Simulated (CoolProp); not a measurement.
Properties of isopentane along the isotherm 441.8 K.

Computed with CoolProp (reference Helmholtz-energy equation of state, Lemmon 2006). It is a short technical equation, of lower accuracy than the large ones.

```csv
p (MPa),phase,density (kg/m³),isothermal compressibility (1/MPa),expansivity (1/kK)
0.141,gas,2.816,7.213,2.391
0.282,gas,5.731,3.673,…
0.422,gas,8.733,…,2.685
0.563,gas,11.88,…,2.858
0.704,gas,15.15,…,3.052
0.845,gas,18.58,1.338,3.272
0.985,gas,22.15,1.180,3.520
1.13,gas,26.04,1.061,…
1.27,gas,30.02,0.9756,4.154
1.41,gas,34.26,0.9122,4.550
1.55,gas,…,…,5.028
1.69,gas,43.68,…,5.614
```

Task: Some entries are withheld; supply them.

Result: 
- 0.282, expansivity (1/kK): 2.531
- 0.422, isothermal compressibility (1/MPa): 2.502
- 0.563, isothermal compressibility (1/MPa): 1.915
- 0.704, isothermal compressibility (1/MPa): 1.567
- 1.13, expansivity (1/kK): 3.818
- 1.55, density (kg/m³): 38.79
- 1.55, isothermal compressibility (1/MPa): 0.8657
- 1.69, isothermal compressibility (1/MPa): 0.8337
